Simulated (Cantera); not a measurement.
Silicon epitaxy and polysilicon growth: SiH2Cl2 + H2 + Cl2

Charge: 1 mol SiH2Cl2, 270 mol H2, 0.19 mol Cl2, held at 4.00 mbar.

Equilibrium computed with Cantera from the NASA thermochemical tables; the gas is ideal and each condensed phase is pure. Candidate condensed phases: Si; 19 gas species. The tables' values for SiCl are old estimates; treat these amounts as uncertain. Gases not in the tables: Si2H6 and higher silanes. The numbers say what is thermodynamically allowed, not how fast it happens.

From 1298 K to 1648 K the condensed part is Si(s). From 1698 K to 1798 K the condensed part is Si(l). The main Si-bearing gas is SiCl2 at 1298 K and Si at 1798 K. The share of Si in condensed phases is highest at 1298 K (94.8 %) and lowest at 1798 K (69.5 %).

| T (K) | x H2 | x HCl | x H | x Si | x SiCl2 | n Si(s) | n Si(l) |
|---|---|---|---|---|---|---|---|
| 1298 | 0.991 | 0.00836 | 1.69e-5 | 1.02e-8 | 0.000188 | 0.948 | 0 |
| 1348 | 0.991 | 0.00835 | 3.64e-5 | 4.70e-8 | 0.000197 | 0.946 | 0 |
| 1398 | 0.991 | 0.00833 | 7.45e-5 | 1.95e-7 | 0.000206 | 0.943 | 0 |
| 1448 | 0.991 | 0.00831 | 0.000145 | 7.31e-7 | 0.000215 | 0.941 | 0 |
| 1498 | 0.991 | 0.00829 | 0.000271 | 2.51e-6 | 0.000223 | 0.938 | 0 |
| 1548 | 0.991 | 0.00828 | 0.000485 | 7.94e-6 | 0.000230 | 0.933 | 0 |
| 1598 | 0.991 | 0.00826 | 0.000838 | 2.34e-5 | 0.000237 | 0.926 | 0 |
| 1648 | 0.990 | 0.00823 | 0.00140 | 6.44e-5 | 0.000243 | 0.910 | 0 |
| 1698 | 0.989 | 0.00821 | 0.00227 | 0.000164 | 0.000245 | 0 | 0.876 |
| 1748 | 0.987 | 0.00822 | 0.00359 | 0.000364 | 0.000228 | 0 | 0.817 |
| 1798 | 0.985 | 0.00822 | 0.00553 | 0.000771 | 0.000213 | 0 | 0.695 |
x: gas mole fraction; n: condensed amount in mol.
